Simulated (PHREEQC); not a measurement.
A made-up water analysis in mg/L, 50 °C, pH 2.44, pe 12.4:

```csv
constituent,mg/L
Na,426
K,1.12
Ca,121
Mg,138
Cl,87.1
S(6) as SO4,2010
Si as SiO2,1.49
```

Na is adjusted to close the charge balance.
Valence states are taken as typed.

The numbers come from PHREEQC with the ion-association model, wateq4f.dat.

```tsv
quantity	before	after
ionic strength (mol/kgw)	0.0479	0.0387
SO4-2 (mol/kgw)	0.0120	0.00780
HSO4- (mol/kgw)	0.00426	0.00832
Mg+2 (mol/kgw)	0.00274	0.00227
Ca+2 (mol/kgw)	0.00185	0.00193
K+ (mol/kgw)	2.72e-5	2.71e-5
SI of Gypsum (CaSO4:2H2O)	-0.71	-0.72
SI of Quartz (SiO2)	-0.96	-1.41
```

Q: Name the change that produced these shifts.
A. all concentrations times 4 at the same typed pH
B. temperature from 50 to 90 °C at the same typed pH
C. Ca from 121 to 363 mg/L

A: B, temperature from 50 to 90 °C at the same typed pH

This is a speciation only: nothing precipitates in the calculation. Away from 25 °C the constants follow the database's enthalpies or fits; those with neither stay at their 25 °C values.
